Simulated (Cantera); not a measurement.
A perfectly stirred reactor is fed with H2 : O2 = 0.21 : 1 (molar parts), equivalence ratio 0.10, at 4.35 Torr; it is held at 1125 K, and followed from long to short residence time.

Cantera simulation using GRI-Mech 3.0 (53 species, 325 reactions); the numbers are that mechanism's predictions, not measurements. Radical loss at walls, strong at low pressure, is not modelled. The temperature is held fixed by assumption; the heat of reaction is taken as removed at once.

**Question.** Predict: x(H2) at τ = 20.0 s; x(O2) at τ = 20.0 s; x(HO2) at τ = 20.0 s; x(OH) at τ = 20.0 s; x(H2O) at τ = 20.0 s; x(H2) at τ = 61.0 ms; x(O2) at τ = 61.0 ms; x(HO2) at τ = 61.0 ms; x(OH) at τ = 61.0 ms; x(H2O) at τ = 61.0 ms.

**Answer.** 
* **x(H2) at τ = 20.0 s**: 0.000193
* **x(O2) at τ = 20.0 s**: 0.809
* **x(HO2) at τ = 20.0 s**: 1.53e-6
* **x(OH) at τ = 20.0 s**: 0.000942
* **x(H2O) at τ = 20.0 s**: 0.189
* **x(H2) at τ = 61.0 ms**: 0.00620
* **x(O2) at τ = 61.0 ms**: 0.770
* **x(HO2) at τ = 61.0 ms**: 4.50e-6
* **x(OH) at τ = 61.0 ms**: 0.00567
* **x(H2O) at τ = 61.0 ms**: 0.162
